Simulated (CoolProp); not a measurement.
A single-stage vapour-compression cycle with propane: evaporating at 312.15 K (dew point), condensing at 342.15 K (bubble point), superheat 10 K, subcooling 0 K, compressor efficiency 0.65, no pressure losses. Each further row changes one setting.

Values from CoolProp's reference Helmholtz-energy equation of state, Lemmon 2009.

```
case                              cooling COP  pressure ratio  discharge temperature (K)  refrigerating effect (kJ/kg)  volumetric capacity (kJ/m³)
--------------------------------  -----------  --------------  -------------------------  ----------------------------  ---------------------------
as stated                                5.03            1.90                      360.3                           237                         6510
evaporating temperature 317.15 K         6.28            1.69                      358.9                           242                         7490
condensing temperature 337.15 K          6.36            1.72                      354.2                           254                         6980
subcooling 5 K                           5.40            1.90                      360.3                           255                         7000
superheat 20 K                           5.14            1.90                      369.9                           259                         6700
compressor efficiency 0.55               4.25            1.90                      363.6                           237                         6510
```
